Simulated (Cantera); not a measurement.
A freely propagating, adiabatic, planar premixed flame of CO : H2 : CH4 : O2 : N2 : CO2 = 1 : 0.19 : 0.13 : 0.713 : 2.68 : 0.18 (molar parts), equivalence ratio 1.2, unburnt at 575 K and 0.523 atm; mixture-averaged transport, grid criteria slope 0.08 and curve 0.16, no radiation.

Detailed kinetics in Cantera: GRI-Mech 3.0 (53 species, 325 reactions). Burning velocities carry a grid error of a few per cent, more on coarse grids.

Question: What does this change do: inlet temperature 575 to 325 K?

Answer: 
```
quantity                    before      after
------------------------  --------  ---------
laminar burning velocity  224 cm/s  86.3 cm/s
thermal thickness         0.783 mm   0.799 mm
peak x(HO2)               0.000154   0.000258
peak x(CH3)               0.000368   0.000264
peak x(C2H4)               1.24e-5    8.58e-6
```

Question: What does this change do: inlet temperature 575 to 350 K?

Answer: 
```csv
quantity,before,after
laminar burning velocity,224 cm/s,96.7 cm/s
thermal thickness,0.783 mm,0.805 mm
peak x(HO2),0.000154,0.000249
peak x(CH3),0.000368,0.000272
peak x(C2H4),1.24e-5,8.88e-6
```
